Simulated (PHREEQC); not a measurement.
4.2 g of hydrous ferric oxide (600 m²/g; 0.2 weak and 0.005 strong sites per Fe, Dzombak-Morel constants, diffuse double layer) in 1 kg of water with 0.05 mol/kgw of an inert sodium salt and 0.0022 mol/kgw PbCl2, at 25 °C; the pH is set by adding NaOH or the inert anion's acid. Oxygen is held at 0.21 atm. CO2 from the air is kept out. Nothing may precipitate in this run.

The series has 17 steps of pH, from 3 to 9.

The numbers come from PHREEQC with the ion-association model, wateq4f.dat.

Task: Near which pH is half of the Pb sorbed, and on which side is more sorbed?

Result: Near pH 4.8, with more sorbed at higher pH.

Task: At which pH does the surface charge pass through zero?

Result: Near pH 8.6.

The oxide is taken as insoluble; below pH 4 it would dissolve.
